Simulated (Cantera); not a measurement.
Feed: 1 mol CH2F2, 0.83 mol CH4, at 17.0 mbar.

Method: chemical equilibrium by Gibbs-energy minimisation in Cantera with the NASA 1993 tables (ideal gas, pure condensed phases). Candidate condensed phases: C, C6H6, C7H8, C8H18; 95 gas species. Kinetics and transport are ignored.

### Question
At 1975 K, list the 4 most abundant gas species with their mole fractions, and the condensed phases.

### Answer
HF 0.545, H2 0.448, H 0.00703, C2H2 (acetylene) 0.000291. Condensed: C(graphite).
